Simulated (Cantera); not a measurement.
Equilibrium for silicon carbide growth: Si(CH₃)₄ + C₂H₂ + H₂ + CH₄

Input: 1 mol Si(CH₃)₄, 0.056 mol C₂H₂, 52 mol H₂, 0.3 mol CH₄, equilibrated at 0.0290 bar.

Method: chemical equilibrium by Gibbs-energy minimisation in Cantera with the NASA 1993 tables (ideal gas, pure condensed phases). Candidate condensed phases: C, C₆H₆, C₇H₈, C₈H₁₈, Si, SiC; 87 gas species. Gases not in the tables: Si₂H₆ and higher silanes. Rates play no part.

```csv
T (°C),x H₂,x H,x Si,x C₂H₂ (acetylene),x SiC₂,n C(graphite),n SiC(s)
1802,0.983,0.0155,0.000252,0.00122,1.46e-5,3.28,0.981
1852,0.977,0.0211,0.000507,0.00164,3.62e-5,3.25,0.961
1902,0.968,0.0282,0.000988,0.00216,8.63e-5,3.22,0.923
1952,0.958,0.0372,0.00187,0.00281,0.000197,3.19,0.851
2002,0.944,0.0484,0.00344,0.00359,0.000435,3.19,0.718
2052,0.925,0.0621,0.00615,0.00452,0.000925,3.24,0.473
2102,0.901,0.0786,0.0107,0.00560,0.00190,3.37,0.0341
2152,0.879,0.0986,0.0113,0.00687,0.00234,3.19,0
```
x: gas mole fraction; n: condensed amount in mol.

From 1802 °C to 2102 °C the condensed part is C(graphite) + SiC(s). At 2152 °C the condensed part is C(graphite). The main Si-bearing gas is Si throughout. The share of Si in condensed phases is highest at 1802 °C (98.1 %) and lowest at 2152 °C (0.0 %).
